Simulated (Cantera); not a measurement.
Cantera run:

```python
import numpy as np
import cantera as ct

gas_names = """
    C CH CH2 CH3 CH2OH CH3O CH4 CH3OH CN CO CO2 COOH C2 C2H CHCO,ketyl C2H2,acetylene C2H2,vinylidene
    CH2CO,ketene C2H3,vinyl CH3CN CH3CO,acetyl C2H4 C2H4O,ethylen CH3CHO,ethanal CH3COOH (HCOOH)2 C2H5
    C2H6 CH3OCH3 C2H5OH CCN CNC C2N2 C2O C3 C3H3,propargyl C3H4,allene C3H4,propyne C3H4,cyclo-
    C3H5,allyl C3H6,propylene C3H6,cyclo- C3H6O C3H7,n-propyl C3H7,i-propyl C3H8 C3H8O,1propanol
    C3H8O,2propanol C3O2 C4 C4H2 C4H4,1,3-cyclo- C4H6,butadiene C4H6,2-butyne C4H6,cyclo- C4H8,1-butene
    C4H8,cis2-buten C4H8,tr2-butene C4H8,isobutene C4H8,cyclo- (CH3COOH)2 C4H9,n-butyl C4H9,i-butyl
    C4H9,s-butyl C4H9,t-butyl C4H10,isobutane C4H10,n-butane C4N2 C5 C5H6,1,3cyclo- C5H8,cyclo-
    C5H10,1-pentene C5H10,cyclo- C5H11,pentyl C5H11,t-pentyl C5H12,n-pentane C5H12,i-pentane
    CH3C(CH3)2CH3 C6H2 C6H5,phenyl C6H5O,phenoxy C6H6 C6H5OH,phenol C6H10,cyclo- C6H12,1-hexene
    C6H12,cyclo- C6H13,n-hexyl C7H7,benzyl C7H8 C7H8O,cresol C7H14,1-heptene C7H15,n-heptyl
    C7H16,n-heptane C8H8,styrene C8H10,ethylbenz C8H16,1-octene C8H17,n-octyl C8H18,isooctane
    C8H18,n-octane C9H19,n-nonyl C10H8,naphthale C10H21,n-decyl C12H9,o-bipheny C12H10,bipheny H HCN HCO
    HCCN HNC HNCO HNO HNO2 HNO3 HO2 H2 HCHO,formaldehy HCOOH H2O H2O2 N NCO NH NH2 NH3 NH2OH NO NO2 NO3
    N2 N2H2 N2H4 N2O O OH O2 O3 Si SiC SiC2 SiC4H12 SiH SiH2 SiH3 SiH4 SiN SiO SiO2 Si2 Si2C Si2N Si3
""".split()
cond_names = """
    C(gr) C6H6(L) C7H8(L) C8H18(L),n-octa H2O(s) H2O(L) Si(cr) Si(L) SiC(b) SiO2(Lqz) SiO2(hqz) SiO2(L)
    Si2N2O(s) Si3N4(a)
""".split()


def load(file, names, dense=False):
    # The tables refer to 1 bar. Condensed volumes are neglected.
    table = {s.name: s for s in ct.Species.list_from_file(file)}
    out = []
    for n in names:
        d = dict(table[n].input_data)
        d["thermo"] = dict(d["thermo"], **{"reference-pressure": 1e5})
        if dense:
            d["equation-of-state"] = {"model": "constant-volume", "density": "1e6 g/cm^3"}
        out.append(ct.Species.from_dict(d))
    return out


gas = ct.Solution(thermo="ideal-gas", species=load("nasa_gas.yaml", gas_names))
cond = {s.name: ct.Solution(thermo="fixed-stoichiometry", species=[s], name=s.name)
        for s in load("nasa_condensed.yaml", cond_names, dense=True)}
atoms = {
    'HMDSO': {'Si': 2, 'C': 6, 'H': 18, 'O': 1},
    'N2O': {'N': 2, 'O': 1},
    'H2': {'H': 2},
}
top_T = {'C(gr)': 4500, 'SiC(b)': 3050, 'Si2N2O(s)': 2100, 'Si3N4(a)': 2400}  # K; cautious upper limits of use, not melting points


def equilibrate(T, P, feed):
    n = {}
    for name, mol in feed.items():
        for a, k in atoms[name].items():
            n[a] = n.get(a, 0.0) + k * mol
    gas.TPX = T, P, n
    mass = sum(n.values()) * gas.mean_molecular_weight
    gas.equilibrate("TP")
    valid = [c for c in cond.values() if c.min_temp <= T <= top_T.get(c.name, c.max_temp)]
    mix = ct.Mixture([(gas, mass / gas.mean_molecular_weight)] + [(c, 0.0) for c in valid])
    mix.T, mix.P = T, P
    mix.equilibrate("TP", solver="vcs", rtol=1e-11, max_steps=5000)
    return mix


results = []
feed = {'HMDSO': 1, 'N2O': 2.8, 'H2': 41}  # mol
T = 923.15  # K
P = 43000  # Pa
mix = equilibrate(T, P, feed)
results.append((T, P, feed, dict(zip(mix.species_names, mix.species_moles))))
print(gas.report(threshold=1e-05))
for i in range(1, mix.n_phases):
    print(f"{mix.phase(i).name:16s} {mix.phase_moles(i):12.5e} mol")
```

Result:

```
       temperature   923.15 K
          pressure   43000 Pa
           density   0.025341 kg/m^3
  mean mol. weight   4.5234 kg/kmol
   phase of matter   gas

                          1 kg             1 kmol
                     ---------------   ---------------
          enthalpy         3.069e+06        1.3882e+07  J
   internal energy        1.3721e+06        6.2067e+06  J
           entropy             40724        1.8421e+05  J/K
    Gibbs function       -3.4525e+07       -1.5617e+08  J
 heat capacity c_p              7334             33175  J/K
 heat capacity c_v            5495.9             24860  J/K

                      mass frac. Y      mole frac. X     chem. pot. / RT
                     ---------------   ---------------   ---------------
               CH4           0.26728          0.075362           -38.003
                CO        0.00026417        4.2661e-05           -50.703
                H2           0.38721           0.86881           -18.295
               H2O        9.7752e-05        2.4545e-05           -67.585
               NH3        0.00031208        8.2889e-05           -41.638
                N2           0.34482          0.055679           -28.392
     [ +145 minor]        6.3715e-06         9.953e-07

C(gr)             2.30244e+00 mol
Si(cr)            0.00000e+00 mol
SiC(b)            0.00000e+00 mol
SiO2(hqz)         1.86447e+00 mol
Si2N2O(s)         6.77652e-02 mol
Si3N4(a)          0.00000e+00 mol
```

Method: chemical equilibrium by Gibbs-energy minimisation in Cantera with the NASA 1993 tables (ideal gas, pure condensed phases). The feed counts by its element totals alone.
